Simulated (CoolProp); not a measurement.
Vapour-liquid equilibrium of cyclohexane (1) + dimethyl carbonate (2) at 0.359 bar; x and y are mole fractions of (1).

Computed with CoolProp (multi-fluid Helmholtz-energy mixture model, Zhou 2014 and Zhou 2011; pair parameters Bell 2016).

| x | bubble temperature (°C) | y at the bubble point | dew temperature at overall composition x (°C) | liquid density (mol/L) |
|---|---|---|---|---|
| 0.05 | 54.7 | 0.247 | 59.6 | ___ |
| 0.125 | 49.4 | 0.431 | 57.8 | 11.00 |
| 0.2 | 46.6 | 0.520 | ___ | 10.79 |
| 0.275 | 45.1 | 0.568 | 53.9 | 10.57 |
| 0.35 | 44.4 | 0.595 | 51.8 | 10.36 |
| 0.425 | 44.0 | 0.612 | 49.6 | 10.16 |
| 0.5 | 43.8 | 0.623 | 47.2 | 9.969 |
| 0.575 | 43.7 | 0.634 | 44.9 | 9.789 |
| 0.65 | 43.6 | 0.646 | 43.6 | 9.620 |
| 0.725 | 43.7 | 0.665 | 44.4 | 9.462 |
| 0.8 | 44.0 | 0.696 | 45.8 | 9.313 |
| 0.875 | 44.9 | 0.753 | 47.2 | ___ |
| 0.95 | 47.0 | 0.862 | 48.7 | 9.022 |

Q: Complete the blanks.

A: 
- 0.05, liquid density (mol/L): 11.18
- 0.2, dew temperature at overall composition x (°C): 55.9
- 0.875, liquid density (mol/L): 9.169

y crosses x between x = 0.575 and 0.65: the model has an azeotrope there.

Pair parameters are fitted to limited data, so mixtures are less certain than the pure fluids.
